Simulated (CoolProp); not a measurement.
Computed with CoolProp (reference Helmholtz-energy equation of state, Zhou 2011).

### Question
Give the vapour pressure (bar), vapour density (kg/m³), enthalpy of vaporisation (kJ/kg) of saturated dimethyl carbonate at 165.55, 203.75 °C.

### Answer
```tsv
T (°C)	p (bar)	vapour density (kg/m³)	enthalpy of vaporisation (kJ/kg)
165.55	6.99	19.6	316
203.75	14.4	40.8	276
```
